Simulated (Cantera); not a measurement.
An adiabatic, constant-pressure homogeneous reactor starts with CH3OH : O2 : N2 : H2O = 1 : 1.25 : 4.7 : 0.87 (molar parts), at 1200 K and 1.01 bar.

Detailed kinetics in Cantera: GRI-Mech 3.0 (53 species, 325 reactions). GRI-Mech 3.0 was tuned for natural gas; its chemistry of methanol as a main component is partial and can be far from experiment.

Problem. Predict: time of steepest temperature rise; temperature at 0.100 s; equilibrium temperature; x(O2) at 0.100 s; x(H2O) at 0.100 s; x(H) at 0.100 s; x(H2O2) at 0.100 s.

Solution. 
```json
{
 "time_of_steepest_temperature_rise": "7.13 ms",
 "temperature at 0.100 s": "2514 K",
 "equilibrium_temperature": "2514 K",
 "x(O2) at 0.100 s": "0.00424 (gas-phase equilibrium 0.00424)",
 "x(H2O) at 0.100 s": "0.294 (gas-phase equilibrium 0.294)",
 "x(H) at 0.100 s": "0.00455 (gas-phase equilibrium 0.00455)",
 "x(H2O2) at 0.100 s": "1.40e-7 (gas-phase equilibrium 1.40e-7)"
}
```
